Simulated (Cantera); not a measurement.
Feed: 1 mol Al₂O₃, 0.9 mol O₂, 0.00013 mol HCl, at 0.133 bar.

Method: chemical equilibrium by Gibbs-energy minimisation in Cantera with the NASA 1993 tables (ideal gas, pure condensed phases). Candidate condensed phases: Al, AlCl₃, Al₂O₃, H₂O; 29 gas species. The numbers say what is thermodynamically allowed, not how fast it happens.

### Question
Which condensed phases are stable at each of these points (T (K)): 1900, 1975, 2050, 2125, 2200, 2275, 2350, 2425, 2500?

### Answer
```csv
T (K),condensed phases,Al condensed (%)
1900,Al₂O₃(s),100.0
1975,Al₂O₃(s),100.0
2050,Al₂O₃(s),100.0
2125,Al₂O₃(s),100.0
2200,Al₂O₃(s),100.0
2275,Al₂O₃(s),100.0
2350,Al₂O₃(l),100.0
2425,Al₂O₃(l),100.0
2500,Al₂O₃(l),100.0
```

From 1900 K to 2275 K the condensed part is Al₂O₃(s). From 2350 K to 2500 K the condensed part is Al₂O₃(l).
